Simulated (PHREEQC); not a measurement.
A solution holds 0.0045 mol NaHCO3 per kg of water, at 25 °C. Closed to the air; pH follows from the charge balance.

Equilibrium calculation in PHREEQC: ion-association model, phreeqc.dat.

This is a speciation only: nothing precipitates in the calculation.

Problem. Estimate the pH.

Solution. pH 8.26.

Problem. In which forms is C present?

Solution. HCO3- 98 %, CO2 1.1 %, CO3-2 1.0 % of the C.
